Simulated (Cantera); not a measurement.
## Equilibrium for carbon deposition, reforming and gasification: acetone + H₂

A closed system holds: 1 mol acetone, 8.8 mol H₂, at 502 °C.

Cantera equilibrium calculation (NASA polynomials, part measured and part estimated; ideal gas, pure solids and liquids). Candidate condensed phases: C, C₆H₆, C₇H₈, C₈H₁₈, H₂O; 110 gas species. The feed counts by its element totals alone. The ideal-gas law is rough above about 30 bar. Kinetics and transport are ignored.

```
P (Pa)     x H₂     x CH₄     x H₂O     x CO     x CO₂    x C₂H₆    x C₂H₄  n C(graphite)
--------  -----  --------  --------  -------  --------  --------  --------  -------------
10        0.922  0.000174  0.000323   0.0776  0.000137    <1e-12  1.26e-11           2.00
160       0.920   0.00277   0.00469   0.0705   0.00181  1.18e-10  2.01e-10           2.05
2500      0.883    0.0398    0.0351   0.0353   0.00708   2.54e-8   2.89e-9           2.03
40000     0.601     0.296    0.0884  0.00814   0.00604   2.06e-6   2.14e-8          0.145
630000    0.546     0.341     0.113  6.48e-5   6.80e-5   3.01e-6   2.19e-9              0
10000000  0.545     0.341     0.114  2.59e-7   2.72e-7   3.01e-6  1.38e-10              0
```
x: gas mole fraction; n: condensed amount in mol.

From 0.000100 bar to 0.400 bar the condensed part is C(graphite). From 6.30 bar to 100 bar nothing is condensed. The main C-bearing gas is CO at 0.000100 bar and CH₄ at 100 bar.
